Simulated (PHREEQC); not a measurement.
# Phosphoric acid bath: an equilibrium model

A solution holds 0.18 mol/kgw NaH2PO4 and 3.8e-05 mol/kgw HNO3, at 25 °C. Closed to the air; pH follows from the charge balance.

Computed with PHREEQC (ion-association model, phreeqc.dat).

This is a speciation only: nothing precipitates in the calculation.

Q: What pH, density does the model give?

A: pH 4.40; density 1.013 g/cm³.
